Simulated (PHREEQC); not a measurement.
0.2 mol of Gypsum (CaSO4:2H2O) is brought to equilibrium with 1 kg of water, with rising amounts of TMAH, at 25 °C. O2 is buffered at 0.21 atm. The system is closed to CO2. The run lets Gypsum, Portlandite precipitate or redissolve, and no other solid.

Computed with PHREEQC (ion-association model, wateq4f.dat).

Predict pH, dissolved Ca (mol/kgw), dissolved S (mol/kgw) at TMAH added (mol) = 0, 0.0417, 0.125, 0.333.


```csv
TMAH added (mol),pH,dissolved Ca (mol/kgw),dissolved S (mol/kgw)
0,7.07,0.0157,0.0157
0.0417,12.47,0.0199,0.0199
0.125,12.71,0.0153,0.0408
0.333,12.88,0.0110,0.117
```

Complexes and solids missing from the database can't appear. (CH3)4N+ isn't in the database: it is added as a free cation with an ion size of 4 Å.
